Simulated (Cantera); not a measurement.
An isothermal, constant-pressure homogeneous reactor starts with NO : N2 = 1 : 0.11 (molar parts), at 1850 K and 10.00 Torr. Integrator tolerance rtol = 1e-08.

Cantera simulation using GRI-Mech 3.0 (53 species, 325 reactions); the numbers are that mechanism's predictions, not measurements. Radical loss at walls, strong at low pressure, is not modelled.

Task: What does this change do: N2 0.11 to 0.66 parts?

Result: 
```
quantity                                            before                                      after
----------------  ----------------------------------------  -----------------------------------------
x(NO) at 6.00 s      0.829 (gas-phase equilibrium 0.00598)      0.567 (gas-phase equilibrium 0.00551)
x(O) at 6.00 s    0.000429 (gas-phase equilibrium 0.00112)  0.000313 (gas-phase equilibrium 0.000917)
x(O2) at 6.00 s       0.0356 (gas-phase equilibrium 0.447)       0.0172 (gas-phase equilibrium 0.298)
x(NO2) at 6.00 s   8.08e-5 (gas-phase equilibrium 2.28e-6)    4.02e-5 (gas-phase equilibrium 1.71e-6)
x(N2) at 6.00 s        0.135 (gas-phase equilibrium 0.546)        0.415 (gas-phase equilibrium 0.696)
```
